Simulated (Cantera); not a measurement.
Feed: 1 mol Si2Cl6, 16 mol NH3, equilibrated at 825 °C and 300 Torr.

Cantera equilibrium calculation (NASA polynomials, part measured and part estimated; ideal gas, pure solids and liquids). Candidate condensed phases: NH4Cl, Si, Si3N4; 28 gas species. The feed counts by its element totals alone. Kinetics and transport are ignored.

Base state: H2 0.626, N2 0.199, HCl 0.174, SiCl4 0.00106, SiHCl3 5.58e-5, NH3 2.84e-5 (mole fractions); condensed: Si3N4(s).

**Question.** What changes in the equilibrium state with this change: NH3 from 16 to 0.45 mol?

**Answer.** 
| species | before | after |
|---|---|---|
| SiCl4 | 0.00106 | 0.609 |
| H2 | 0.626 | 0.255 |
| SiHCl3 | 5.58e-5 | 0.0880 |
| N2 | 0.199 | 2.25e-9 |
| SiCl3 | 6.11e-6 | 0.0151 |
| HCl | 0.174 | 0.0257 |
| NH3 | 2.84e-5 | <1e-9 |
| SiCl2 | 4.93e-7 | 0.00526 |
| SiH2Cl2 | 3.50e-7 | 0.00152 |
| Si3N4(s), mol | 0.654 | 0.113 |
| Si(s), mol | 0 | 0.113 |
Mutual solubility and eutectic melting of coexisting phases are not modelled. The tables' values for SiCl3 are old estimates; treat these amounts as uncertain.
